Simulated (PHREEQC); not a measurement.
PHREEQC input (ion-association model, wateq4f.dat):

```
SOLUTION_MASTER_SPECIES
  An  An-  0  An  62.0  # stands for a non-complexing anion
SOLUTION_SPECIES
  An- = An-
    -log_k 0
    -gamma 3.0 0
PHASES
  Fix_H+
    H+ = H+
    -log_k 0
SOLUTION 1
  temp 25
  units mmol/kgw
  pH 7 charge
  Cl 0.03046
  Ni 3e-05
  Ba 0.0042
  Sr 0.011
  Na 5
  An 5
END
SELECTED_OUTPUT 1
  -reset false
  -pH true
  -pe true
  -ionic_strength true
  -water true
  -totals Ba Cl Na Ni Sr
  -molalities Hfo_wOH Hfo_wOH2+ Hfo_wO- Hfo_sOH Hfo_sOH2+ Hfo_sO- Hfo_sOHSr+2 Hfo_wOSr+ Hfo_wOSrOH Hfo_sONi+
    Hfo_wONi+ Hfo_sOHBa+2 Hfo_wOBa+
  -saturation_indices Ni(OH)2 Halite
USER_PUNCH 1
  -headings sigma psi
  10 PUNCH EDL("sigma", "Hfo"), EDL("psi", "Hfo")
PRINT
  -reset false
USE solution 1
SURFACE 1
  Hfo_wOH 2.69663e-05 600 0.012
  Hfo_sOH 6.74157e-07
EQUILIBRIUM_PHASES 1
  Fix_H+ -4 HAn 10
    -force_equality true
  O2(g) -0.68 10
END
# ... the last block is repeated for the other 12 points of pH, with NaOH or the acid as the point needs
```

Selected output (columns that matter, 13 of 13 rows; pH added in front):

```
pH	mu	Ba	Na	Ni	Sr	m_Hfo_wOH	m_Hfo_wOH2+	m_Hfo_wO-	m_Hfo_sOH	m_Hfo_sOH2+	si_Ni(OH)2	si_Halite	sigma	psi
4	0.0051597	4.2e-06	0.005	3e-08	1.1e-05	1.3095e-05	1.3582e-05	2.8925e-07	3.2738e-07	3.3955e-07	-10.457	-8.4662	0.1826	0.19369
4.5	0.0050845	4.2e-06	0.005	2.9999e-08	1.1e-05	1.6226e-05	1.0146e-05	5.9443e-07	4.0564e-07	2.5365e-07	-9.4557	-8.4657	0.13121	0.17711
5	0.0050598	4.2e-06	0.005	2.9995e-08	1.1e-05	1.8355e-05	7.5955e-06	1.0161e-06	4.5886e-07	1.8989e-07	-8.4555	-8.4656	0.090381	0.15814
5.5	0.0050513	4.2e-06	0.005	2.9959e-08	1.1e-05	1.9611e-05	5.8489e-06	1.5063e-06	4.9023e-07	1.4621e-07	-7.4559	-8.4655	0.059655	0.13697
6	0.0050482	4.1999e-06	0.005	2.9673e-08	1.1e-05	2.0252e-05	4.727e-06	1.9876e-06	5.0596e-07	1.181e-07	-6.4601	-8.4655	0.037637	0.11369
6.5	0.0050469	4.1995e-06	0.005	2.7427e-08	1.1e-05	2.0537e-05	4.0354e-06	2.3943e-06	5.1087e-07	1.0038e-07	-5.4944	-8.4655	0.0226	0.088535
7	0.0050462	4.1964e-06	0.005	1.6501e-08	1.0997e-05	2.065e-05	3.6059e-06	2.7092e-06	5.0114e-07	8.7508e-08	-4.7154	-8.4655	0.012678	0.06199
7.5	0.0050457	4.1727e-06	0.005	3.8302e-09	1.0974e-05	2.0693e-05	3.2934e-06	2.9784e-06	4.5796e-07	7.2888e-08	-4.3507	-8.4655	0.0060844	0.034794
8	0.0050464	4.0655e-06	0.0050016	7.3252e-10	1.0869e-05	2.0683e-05	2.9141e-06	3.363e-06	2.9568e-07	4.166e-08	-4.0726	-8.4653	0.0013599	0.0083473
8.5	0.0050486	3.9226e-06	0.0050048	2.5707e-10	1.0706e-05	2.056e-05	2.5077e-06	3.8617e-06	8.3765e-08	1.0217e-08	-3.5403	-8.4651	-0.0028986	-0.017525
9	0.0050559	3.851e-06	0.0050133	9.2143e-11	1.0455e-05	2.021e-05	2.1622e-06	4.3273e-06	1.3268e-08	1.4196e-09	-3.0415	-8.4644	-0.0079897	-0.043736
9.5	0.0050782	3.7159e-06	0.0050396	3.2418e-11	9.308e-06	1.8585e-05	1.4725e-06	5.3735e-06	2.6917e-09	2.1327e-10	-2.7458	-8.4622	-0.013818	-0.065598
10	0.0051494	3.3399e-06	0.0051199	4.1125e-11	6.7387e-06	1.4125e-05	5.8788e-07	7.7745e-06	1.2025e-09	5.0048e-11	-2.3295	-8.4558	-0.018537	-0.078637
```
